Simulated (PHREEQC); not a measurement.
Consider water at 25 °C with 1.3 mmol/kgw NH4HF2 and 0.018 mmol/kgw NaHCO3. Closed to the air; pH follows from the charge balance.

The numbers come from PHREEQC with the ion-association model, phreeqc.dat.

No solid was allowed to form.

Task: Predict the pH.

Result: pH 3.44.

Task: In which forms is F present?

Result: F- 65 %, HF 34 % of the F.
